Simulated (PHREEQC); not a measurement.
Dissolve 0.00013 mol H2SO4, 2.6e-05 mol NiSO4 and 1.7e-07 mol Na2HAsO4 per kg of water at 70 °C. Closed to the air; pH follows from the charge balance.

The numbers come from PHREEQC with the ion-association model, wateq4f.dat.

No solid was allowed to form.

### Question
What pH does the model give?

### Answer
pH 3.61.

### Question
In which forms is S present?

### Answer
SO4-2 93 %, HSO4- 6.3 %, NiSO4 0.5 % of the S.

Away from 25 °C the constants follow the database's enthalpies or fits; those with neither stay at their 25 °C values. The database has no arsenate complexes of Ni.
